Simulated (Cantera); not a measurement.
**SiH4 + O3 + N2 (silicon oxide and oxynitride deposition)**

Feed: 1 mol SiH4, 0.89 mol O3, 2.7 mol N2, equilibrated at 1500 °C and 270 Torr.

Method: chemical equilibrium by Gibbs-energy minimisation in Cantera with the NASA 1993 tables (ideal gas, pure condensed phases). Candidate condensed phases: H2O, Si, SiO2, Si2N2O, Si3N4; 35 gas species. The tables hold silica as quartz up to 1696 K and as liquid above; real silica turns to tridymite and cristobalite and melts near 1996 K. Gases not in the tables: Si(OH)4. Rates play no part.

```yaml
x(N2): 0.574
x(H2): 0.283
x(H2O): 0.143
x(H): 0.000252
x(OH): 7.89e-6
x(SiO): 7.10e-6
x(NH3): 1.27e-6
n(SiO2(condensed)): 1.000 mol
gas_amount: 4.701 mol
log10 activity of Si(l) (absent): -8.16
```
